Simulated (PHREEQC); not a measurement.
**Brine: an equilibrium model**

Make-up at 20 °C: 2.4 mol HCl and 0.027 mol K2SO4 per kg of water. Closed to the air; pH follows from the charge balance.

Model: Pitzer model, pitzer.dat, run in PHREEQC.

The pH is -0.73. The ionic strength is 2.44 mol/kgw and the activity of water is 0.896. The density is 1.041 g/cm³ and the osmotic coefficient is 1.249. The total alkalinity is -2400 meq/kg.

```csv
species,molality,activity,log γ
Cl-,2.40,1.36,-0.248
H+,2.38,5.39,0.355
K+,0.0540,0.0570,0.024
HSO4-,0.0201,0.0165,-0.085
SO4-2,0.00693,3.68e-5,-2.275
```

No solid was allowed to form. Species that the database lacks are ignored. In brines, pH and single-ion activities rest on the MacInnes convention.
